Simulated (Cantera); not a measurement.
Cantera run, input and output.

```python
import numpy as np
import cantera as ct

gas = ct.Solution("gri30.yaml")
gas.TPX = 1850, 13332, {'CH4': 1, 'N2': 110}
inlet = ct.Reservoir(gas, clone=True)

reactor = ct.IdealGasConstPressureReactor(gas, energy="off", clone=False)
exhaust = ct.Reservoir(gas, clone=True)
tau = [1.1, 0.57, 0.3, 0.15, 0.08, 0.041, 0.021, 0.011, 0.0058, 0.003, 0.0015][0]
for a, b in ((inlet, reactor), (reactor, exhaust)):
    ct.MassFlowController(a, b, mdot=lambda t: reactor.mass / tau)
net = ct.ReactorNet([reactor])
show = ['CH4', 'H2', 'CH3', 'C2H6', 'CH2', 'C2H2']

rows = []
print(f"{'tau/s':>10s}{'T/K':>9s}" + "".join(f"{s:>11s}" for s in show))
for tau in [1.1, 0.57, 0.3, 0.15, 0.08, 0.041, 0.021, 0.011, 0.0058, 0.003, 0.0015]:
    net.initial_time = 0.0
    net.advance(30 * tau)
    before = gas.X
    net.advance(40 * tau)
    drift = np.max(np.abs(gas.X - before) / (gas.X + 1e-9))
    rows.append([gas.T, *gas[show].X, drift])
    print(f"{tau:10.3e}{gas.T:9.1f}" + "".join(f"{x:11.3e}" for x in gas[show].X))
```

Result:

```
     tau/s      T/K        CH4         H2        CH3       C2H6        CH2       C2H2
 1.100e+00   1850.0  3.269e-04  1.278e-02  5.738e-05  3.350e-08  5.512e-07  4.106e-03
 5.700e-01   1850.0  5.011e-04  1.250e-02  8.112e-05  6.773e-08  7.035e-07  4.070e-03
 3.000e-01   1850.0  7.606e-04  1.209e-02  1.128e-04  1.326e-07  8.725e-07  3.960e-03
 1.500e-01   1850.0  1.186e-03  1.140e-02  1.591e-04  2.673e-07  1.070e-06  3.739e-03
 8.000e-02   1850.0  1.753e-03  1.049e-02  2.138e-04  4.881e-07  1.250e-06  3.422e-03
 4.100e-02   1850.0  2.595e-03  9.129e-03  2.850e-04  8.781e-07  1.418e-06  2.935e-03
 2.100e-02   1850.0  3.717e-03  7.323e-03  3.646e-04  1.454e-06  1.522e-06  2.278e-03
 1.100e-02   1850.0  5.053e-03  5.201e-03  4.339e-04  2.080e-06  1.501e-06  1.510e-03
 5.800e-03   1850.0  6.515e-03  2.980e-03  4.618e-04  2.373e-06  1.283e-06  7.475e-04
 3.000e-03   1850.0  7.846e-03  1.160e-03  4.000e-04  1.783e-06  8.368e-07  2.099e-04
 1.500e-03   1850.0  8.600e-03  3.029e-04  2.561e-04  7.203e-07  3.700e-07  2.667e-05
```

Model: GRI-Mech 3.0 (53 species, 325 reactions), integrated in Cantera. GRI-Mech 3.0 stops at C3 and has no aromatics, soot or wall deposition, so with more carbon than oxygen in the feed, carbon stays in small species such as C2H2 where larger ones or solid carbon would form.
